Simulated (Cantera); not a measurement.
What does this Cantera script print?

```python
import numpy as np
import cantera as ct

gas_names = """
    AL ALCL ALCL2 ALCL3 ALH ALN ALO ALOCL ALOH ALO2 ALO2H AL2 AL2CL6 AL2O AL2O2 CL CLO CL2 H HALO HCL
    HNO HNO2 HNO3 HOCL HO2 H2 H2O H2O2 N NH NH2 NH3 NH2OH NO NO2 NO3 N2 N2H2 N2H4 N2O O OH O2 O3
""".split()
cond_names = """
    AL(cr) AL(L) ALCL3(s) ALCL3(L) ALN(s) AL2O3(a) AL2O3(L) H2O(s) H2O(L) NH4CL(a) NH4CL(b)
""".split()


def load(file, names, dense=False):
    # The tables refer to 1 bar. Condensed volumes are neglected.
    table = {s.name: s for s in ct.Species.list_from_file(file)}
    out = []
    for n in names:
        d = dict(table[n].input_data)
        d["thermo"] = dict(d["thermo"], **{"reference-pressure": 1e5})
        if dense:
            d["equation-of-state"] = {"model": "constant-volume", "density": "1e6 g/cm^3"}
        out.append(ct.Species.from_dict(d))
    return out


gas = ct.Solution(thermo="ideal-gas", species=load("nasa_gas.yaml", gas_names))
cond = {s.name: ct.Solution(thermo="fixed-stoichiometry", species=[s], name=s.name)
        for s in load("nasa_condensed.yaml", cond_names, dense=True)}
atoms = {
    'Al2O3': {'AL': 2, 'O': 3},
    'HCl': {'H': 1, 'CL': 1},
    'N2': {'N': 2},
}
top_T = {'ALN(s)': 2750}  # K; cautious upper limits of use, not melting points


def equilibrate(T, P, feed):
    n = {}
    for name, mol in feed.items():
        for a, k in atoms[name].items():
            n[a] = n.get(a, 0.0) + k * mol
    gas.TPX = T, P, n
    mass = sum(n.values()) * gas.mean_molecular_weight
    gas.equilibrate("TP")
    valid = [c for c in cond.values() if c.min_temp <= T <= top_T.get(c.name, c.max_temp)]
    mix = ct.Mixture([(gas, mass / gas.mean_molecular_weight)] + [(c, 0.0) for c in valid])
    mix.T, mix.P = T, P
    mix.equilibrate("TP", solver="vcs", rtol=1e-11, max_steps=5000)
    return mix


results = []
feed = {'Al2O3': 1, 'HCl': 17, 'N2': 1.8}  # mol
T = 1798.15  # K
P = 56000  # Pa
mix = equilibrate(T, P, feed)
results.append((T, P, feed, dict(zip(mix.species_names, mix.species_moles))))
print(gas.report(threshold=0.001))
for i in range(1, mix.n_phases):
    print(f"{mix.phase(i).name:16s} {mix.phase_moles(i):12.5e} mol")
```

It prints:

```
       temperature   1798.2 K
          pressure   56000 Pa
           density   0.13503 kg/m^3
  mean mol. weight   36.051 kg/kmol
   phase of matter   gas

                          1 kg             1 kmol
                     ---------------   ---------------
          enthalpy       -1.0724e+06        -3.866e+07  J
   internal energy       -1.4871e+06       -5.3611e+07  J
           entropy            7022.8        2.5318e+05  J/K
    Gibbs function         -1.37e+07       -4.9391e+08  J
 heat capacity c_p            985.51             35529  J/K
 heat capacity c_v            754.88             27214  J/K

                      mass frac. Y      mole frac. X     chem. pot. / RT
                     ---------------   ---------------   ---------------
             ALCL3          0.027056         0.0073156           -91.511
                CL         0.0056423         0.0057379            -20.09
               HCL           0.88675           0.87685           -32.851
                H2         0.0001699         0.0030382           -25.523
               H2O         0.0054948          0.010996           -48.279
                N2          0.074457          0.095818           -29.513
     [  +39 minor]         0.0004295        0.00024175

AL(L)             0.00000e+00 mol
ALCL3(L)          0.00000e+00 mol
ALN(s)            0.00000e+00 mol
AL2O3(a)          9.31092e-01 mol
```

Method: chemical equilibrium by Gibbs-energy minimisation in Cantera with the NASA 1993 tables (ideal gas, pure condensed phases). The tables' values for AlCl2 are old estimates; treat these amounts as uncertain.
